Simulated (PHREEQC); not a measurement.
Dissolve 0.059 mol H2SO4 and 0.045 mol FeSO4 per kg of water at 25 °C. Closed to the air; pH follows from the charge balance.

The numbers come from PHREEQC with the ion-association model, phreeqc.dat.

Precipitation was switched off in this run.

Problem. Order these S species by the share of S that they hold, largest first: FeHSO4+, FeSO4, HSO4-, SO4-2.

Solution. HSO4- (53 %), SO4-2 (28 %), FeSO4 (13 %), FeHSO4+ (5.5 %)

Problem. Order these Fe species by the share of Fe that they hold, largest first: Fe+2, FeHSO4+, FeSO4.

Solution. Fe+2 (57 %), FeSO4 (31 %), FeHSO4+ (13 %)

The pH is 1.34 and the ionic strength 0.169 mol/kgw. Species that the database lacks are ignored.
